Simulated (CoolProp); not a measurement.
A single-stage vapour-compression cycle with R404A: evaporating at 246.15 K (dew point), condensing at 269.15 K (bubble point), superheat 10 K, subcooling 2 K, compressor efficiency 0.85, no pressure losses. Each further row changes one setting.

The numbers come from the reference Helmholtz-energy equation of state, Lemmon 2003 in CoolProp. It is a pseudo-pure fit of the blend.

```tsv
case	cooling COP	pressure ratio	discharge temperature (K)	refrigerating effect (kJ/kg)	volumetric capacity (kJ/m³)
as stated	8.00	2.35	287.0	168	1890
evaporating temperature 251.15 K	___	1.93	___	171	___
condensing temperature 264.15 K	10.4	1.99	280.8	175	1970
subcooling 7 K	8.32	2.35	287.0	175	1970
superheat 20 K	8.00	2.35	297.1	177	1890
compressor efficiency 0.75	7.06	2.35	___	168	1890
```

Question: Fill in the missing entries.

Answer: 
- evaporating temperature 251.15 K, cooling COP: 10.6
- evaporating temperature 251.15 K, discharge temperature (K): 285.1
- evaporating temperature 251.15 K, volumetric capacity (kJ/m³): 2320
- compressor efficiency 0.75, discharge temperature (K): 289.9
